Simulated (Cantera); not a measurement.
Feed: 1 mol CuO, 0.3 mol H2, held at 1102 °C.

Cantera equilibrium calculation (NASA polynomials, part measured and part estimated; ideal gas, pure solids and liquids). Candidate condensed phases: Cu, CuO, Cu(OH)2, Cu2O, H2O; 12 gas species. Mutual solubility and eutectic melting of coexisting phases are not modelled. Rates play no part.

x: gas mole fraction; n: condensed amount in mol.

```tsv
P (Pa)	x H2O	x O2	x Cu	x OH	x H2	x O	x CuO	n Cu2O(s)	n CuO(s)
10	0.744	0.249	0.00581	[?]	4.56e-5	3.18e-5	7.37e-6	0.499	0
100	0.749	0.250	0.000326	[?]	1.45e-5	1.01e-5	1.31e-6	0.500	0
1000	0.750	0.250	1.83e-5	[?]	4.59e-6	3.18e-6	2.33e-7	0.500	0
10000	0.750	0.250	1.03e-6	[?]	1.45e-6	1.01e-6	4.14e-8	0.500	0
100000	0.750	0.250	5.80e-8	[?]	4.59e-7	3.18e-7	7.37e-9	0.500	0
1000000	0.929	0.0715	4.46e-9	[?]	3.36e-7	5.38e-8	9.58e-10	0.346	0.308
```

Task: Complete the blanks.

Result: 
- 10, x OH: 0.000680
- 100, x OH: 0.000384
- 1000, x OH: 0.000216
- 10000, x OH: 0.000121
- 100000, x OH: 6.83e-5
- 1000000, x OH: 3.12e-5
